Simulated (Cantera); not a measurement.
An isothermal, constant-pressure homogeneous reactor starts with 8.26 % H2, 91.7 % O2, at 1250 K and 2900 Pa.

Detailed kinetics in Cantera: the H2/O2 subset of GRI-Mech 3.0, which has no nitrogen chemistry. Radical loss at walls, strong at low pressure, is not modelled. The temperature is held fixed by assumption; the heat of reaction is taken as removed at once.

x: mole fraction; the columns are a selection and need not sum to one.

```csv
t (s),x H2,x O2,x O,x HO2,x H2O2,x H,x OH
0.000400,0.0823,0.917,0.000126,9.04e-7,1.42e-9,8.58e-5,___
0.00172,0.00190,0.865,0.0424,9.38e-6,2.80e-7,0.0136,___
0.00739,0.000894,0.892,0.0186,8.04e-6,2.86e-7,0.00399,___
0.0317,0.000116,0.911,0.00235,3.33e-6,1.70e-7,0.000178,___
0.136,8.17e-6,0.914,0.000168,5.18e-7,4.84e-8,3.40e-6,___
0.586,8.04e-7,0.914,1.68e-5,7.23e-8,1.08e-8,1.08e-7,___
2.52,1.19e-7,0.914,2.53e-6,2.14e-8,2.41e-9,6.31e-9,___
10.8,2.72e-8,0.914,5.80e-7,2.31e-8,7.00e-10,6.96e-10,___
46.5,1.84e-8,0.914,3.92e-7,2.64e-8,5.17e-10,3.88e-10,1.87e-5
200,1.84e-8,0.914,3.91e-7,2.64e-8,5.16e-10,3.87e-10,1.87e-5
```

Question: Complete the blanks.

Answer: 
- 0.000400, x OH: 8.59e-5
- 0.00172, x OH: 0.00576
- 0.00739, x OH: 0.00398
- 0.0317, x OH: 0.00144
- 0.136, x OH: 0.000387
- 0.586, x OH: 0.000123
- 2.52, x OH: 4.76e-5
- 10.8, x OH: 2.28e-5
